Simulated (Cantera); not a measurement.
A closed system holds: 1 mol FeS, 1.8 mol H2S, 0.037 mol O2, held at 1100000 Pa.

Method: chemical equilibrium by Gibbs-energy minimisation in Cantera with the NASA 1993 tables (ideal gas, pure condensed phases). Candidate condensed phases: Fe, FeO, Fe(OH)2, Fe(OH)3, FeS, FeSO4, FeS2, Fe2O3, Fe2(SO4)3, Fe3O4, H2O, H2SO4, S; 22 gas species. FeS: taken at fixed stoichiometry. Kinetics and transport are ignored.

### Question
At 1525 K, list the 6 most abundant gas species with their mole fractions, and the condensed phases.

### Answer
H2S 0.664, H2 0.186, S2 0.111, H2O 0.0364, SH 0.00257, S2O 5.45e-5. Condensed: FeS(l).
